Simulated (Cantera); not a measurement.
Charge: 1 mol V2O3, 0.69 mol H2, 1.1 mol N2, equilibrated at 10.0 mbar.

Cantera equilibrium calculation (NASA polynomials, part measured and part estimated; ideal gas, pure solids and liquids). Candidate condensed phases: H2O, V, VN, VO, V2O3, V2O4, V2O5; 28 gas species. Mutual solubility and eutectic melting of coexisting phases are not modelled. VN: taken at fixed stoichiometry. Condensed phases not in the tables: the oxides between V2O3 and V2O5 other than VO2, V2N. The numbers say what is thermodynamically allowed, not how fast it happens. All values below are at 952 °C.

Base state: N2 0.614, H2 0.385, H2O 0.000673 (mole fractions); condensed: VN(s) + V2O3(s).

Problem. What changes in the equilibrium state with this change: 0.01 mol O2 added?

Solution. 
```csv
species,before,after
N2,0.614,0.615
H2,0.385,0.374
H2O,0.000673,0.0112
"VN(s), mol",0.000803,0
"V2O3(s), mol",1.000,1.00
```
Condensed phases not in the tables: the oxides between V2O3 and V2O5 other than VO2.
